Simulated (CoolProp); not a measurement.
Vapour-liquid equilibrium of CHF3 (R23) (1) + R22 (2) at 243.5 K; x and y are mole fractions of (1).

Computed with CoolProp (multi-fluid Helmholtz-energy mixture model, Penoncello 2003 and Kamei 1995; pair parameters Bell 2016).

Q: Give the bubble pressure and the first vapour's composition at x = 0.35, 0.5, 0.95. Is there an azeotrope?

A: x = 0.35: 497.6 kPa, y = 0.752; x = 0.5: 621.3 kPa, y = 0.834; x = 0.95: 975.8 kPa, y = 0.984. No azeotrope shows between x = 0.05 and 0.95.

The pair parameters rest on a limited set of measurements; away from them the model extrapolates.
